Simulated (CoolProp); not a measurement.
p-xylene along the isotherm 620 K: fugacity coefficient from the reference equation and from simpler models built on Tc = 616.2 K, pc = 35.32 bar, ω = 0.324; each cubic takes its own stable root.

Model: reference Helmholtz-energy equation of state, Zhou 2012, in CoolProp.

| p (bar) | phase | reference | van der Waals | Soave-Redlich-Kwong | Peng-Robinson |
|---|---|---|---|---|---|
| 0.168 | gas | 0.9982 | 0.9986 | 0.9984 | 0.9982 |
| 0.261 | gas | 0.9973 | 0.9978 | 0.9975 | 0.9973 |
| 0.406 | gas | 0.9957 | 0.9966 | 0.9962 | 0.9957 |
| 0.632 | gas | 0.9934 | 0.9948 | 0.9940 | 0.9934 |
| 0.985 | gas | 0.9897 | 0.9918 | 0.9907 | 0.9897 |
| 1.53 | gas | 0.9840 | 0.9873 | 0.9856 | 0.9840 |
| 2.39 | gas | 0.9750 | ? | 0.9775 | 0.9750 |
| 3.72 | gas | 0.9613 | 0.9693 | 0.9651 | 0.9612 |
| 5.79 | gas | 0.9401 | 0.9522 | 0.9459 | 0.9400 |
| 9.01 | gas | 0.9076 | 0.9258 | 0.9162 | 0.9074 |
| 14 | gas | 0.8581 | 0.8849 | 0.8707 | 0.8580 |
| 21.8 | gas | 0.7826 | 0.8205 | 0.8005 | 0.7826 |
| 34 | gas | 0.6637 | ? | 0.6884 | 0.6655 |
| 53 | supercritical | ? | 0.5347 | 0.5074 | 0.4849 |

### Question
Some entries are withheld; supply them.

### Answer

- 2.39, van der Waals: 0.9802
- 34, van der Waals: 0.7144
- 53, reference: 0.4764
